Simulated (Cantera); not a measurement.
toluene + H2O + H2 + CO2 + O2 (carbon deposition, reforming and gasification)

Charge: 1 mol toluene, 3.2 mol H2O, 5.3 mol H2, 0.024 mol CO2, 0.15 mol O2, equilibrated at 0.0133 bar.

These are equilibrium values from Cantera (NASA tables, ideal gas, pure condensed phases), not measurements of a reactor. Candidate condensed phases: C, C6H6, C7H8, C8H18, H2O; 110 gas species. Kinetics and transport are ignored.

```json
[
 {"T (°C)": "1252", "x H2": "0.779", "x CO": "0.221", "x H": "0.000181", "x C2H2 (acetylene)": "9.42e-6", "x C2H": "4.79e-12", "x CH4": "1.84e-5", "x C4H2": "4.37e-11", "n C(graphite)": "3.48"},
 {"T (°C)": "1352", "x H2": "0.778", "x CO": "0.221", "x H": "0.000539", "x C2H2 (acetylene)": "2.77e-5", "x C2H": "7.36e-11", "x CH4": "1.19e-5", "x C4H2": "3.82e-10", "n C(graphite)": "3.47"},
 {"T (°C)": "1452", "x H2": "0.778", "x CO": "0.221", "x H": "0.00142", "x C2H2 (acetylene)": "7.16e-5", "x C2H": "8.21e-10", "x CH4": "8.05e-6", "x C4H2": "2.59e-9", "n C(graphite)": "3.47"},
 {"T (°C)": "1552", "x H2": "0.776", "x CO": "0.221", "x H": "0.00336", "x C2H2 (acetylene)": "0.000167", "x C2H": "7.02e-9", "x CH4": "5.69e-6", "x C4H2": "1.42e-8", "n C(graphite)": "3.47"},
 {"T (°C)": "1652", "x H2": "0.772", "x CO": "0.220", "x H": "0.00728", "x C2H2 (acetylene)": "0.000354", "x C2H": "4.78e-8", "x CH4": "4.15e-6", "x C4H2": "6.47e-8", "n C(graphite)": "3.46"},
 {"T (°C)": "1752", "x H2": "0.765", "x CO": "0.219", "x H": "0.0146", "x C2H2 (acetylene)": "0.000693", "x C2H": "2.69e-7", "x CH4": "3.10e-6", "x C4H2": "2.52e-7", "n C(graphite)": "3.45"},
 {"T (°C)": "1852", "x H2": "0.753", "x CO": "0.218", "x H": "0.0273", "x C2H2 (acetylene)": "0.00126", "x C2H": "1.28e-6", "x CH4": "2.35e-6", "x C4H2": "8.58e-7", "n C(graphite)": "3.43"},
 {"T (°C)": "1952", "x H2": "0.734", "x CO": "0.216", "x H": "0.0481", "x C2H2 (acetylene)": "0.00215", "x C2H": "5.23e-6", "x CH4": "1.79e-6", "x C4H2": "2.58e-6", "n C(graphite)": "3.40"},
 {"T (°C)": "2052", "x H2": "0.704", "x CO": "0.212", "x H": "0.0800", "x C2H2 (acetylene)": "0.00344", "x C2H": "1.88e-5", "x CH4": "1.35e-6", "x C4H2": "6.90e-6", "n C(graphite)": "3.36"}
]
```
x: gas mole fraction; n: condensed amount in mol.

From 1252 °C to 2052 °C the condensed part is C(graphite). The main C-bearing gas is CO throughout.
